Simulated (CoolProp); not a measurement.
Ethanol at several states: density (kg/m³) from the reference equation and from simpler models built on Tc = 514.7 K, pc = 6.268 MPa, ω = 0.644; each cubic takes its own stable root.

Computed with CoolProp (reference Helmholtz-energy equation of state, Schroeder 2014).

```tsv
T (K)	p (MPa)	phase	reference	van der Waals	Redlich-Kwong	Soave-Redlich-Kwong	Peng-Robinson
580.4	0.0249	gas	0.2379	0.2379	0.2379	0.2379	0.2379
208.8	27.2	liquid	875.7	479.1	701.5	724.9	810.5
403.5	0.0174	gas	0.2396	0.2393	0.2394	0.2395	0.2395
219.4	1.32	liquid	853.1	460.8	685.5	716.0	801.7
600.1	3.07	gas	30.58	31.77	31.90	31.01	31.52
```
